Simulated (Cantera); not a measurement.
Input: 1 mol TiC, 0.18 mol C, 0.11 mol H2, equilibrated at 8.00 mbar.

Cantera equilibrium calculation (NASA polynomials, part measured and part estimated; ideal gas, pure solids and liquids). Candidate condensed phases: C, C6H6, C7H8, C8H18, Ti, TiC; 77 gas species. TiC: taken at fixed stoichiometry. Kinetics and transport are ignored.

x: gas mole fraction; n: condensed amount in mol.

| T (°C) | x H2 | x H | x C2H2 (acetylene) | x CH4 | x CH3 | n C(graphite) | n TiC(s) |
|---|---|---|---|---|---|---|---|
| 1375 | 0.999 | 0.000995 | 4.47e-5 | 1.07e-5 | 2.17e-7 | 0.180 | 1.00 |
| 1450 | 0.998 | 0.00204 | 9.03e-5 | 8.01e-6 | 3.32e-7 | 0.180 | 1.00 |
| 1525 | 0.996 | 0.00393 | 0.000172 | 6.15e-6 | 4.90e-7 | 0.180 | 1.00 |
| 1600 | 0.992 | 0.00719 | 0.000310 | 4.80e-6 | 6.99e-7 | 0.180 | 1.00 |
| 1675 | 0.987 | ___ | ___ | ___ | ___ | 0.180 | 1.00 |
| 1750 | 0.978 | ___ | ___ | ___ | ___ | 0.180 | 1.00 |
| 1825 | 0.965 | 0.0338 | 0.00138 | 2.47e-6 | 1.69e-6 | 0.180 | 1.00 |

Task: What belongs in the gaps?

Result: 
- 1675, x H: 0.0126
- 1675, x C2H2 (acetylene): 0.000532
- 1675, x CH4: 3.81e-6
- 1675, x CH3: 9.66e-7
- 1750, x H: 0.0210
- 1750, x C2H2 (acetylene): 0.000874
- 1750, x CH4: 3.06e-6
- 1750, x CH3: 1.30e-6
